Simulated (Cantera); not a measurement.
Equilibrium for aluminium nitride and oxide growth: Al(CH₃)₃ + NH₃ + H₂

Charge: 1 mol Al(CH₃)₃, a varied amount of NH₃, 8.1 mol H₂, at 12.0 Torr.

Cantera equilibrium calculation (NASA polynomials, part measured and part estimated; ideal gas, pure solids and liquids). Candidate condensed phases: Al, AlN, C, C₆H₆, C₇H₈, C₈H₁₈; 97 gas species. The feed counts by its element totals alone. Rates play no part.

Stable condensed phases:

```
T in K \ n(NH₃) in mol
          16  22  30  40  55  75 100 140 190
   2098    A   A   A   A   A   A   A   B   B
   1998    A   A   A   A   A   A   A   A   B
   1898    C   C   C   C   C   C   C   C   A
   1798    C   C   C   C   C   C   C   C   C
   1698    C   C   C   C   C   C   C   C   C
   1598    C   C   C   C   C   C   C   C   C
   1498    C   C   C   C   C   C   C   C   C
   1398    C   C   C   C   C   C   C   C   C
   1298    C   C   C   C   C   C   C   C   C
```

A: C; B: gas only; C: AlN + C.
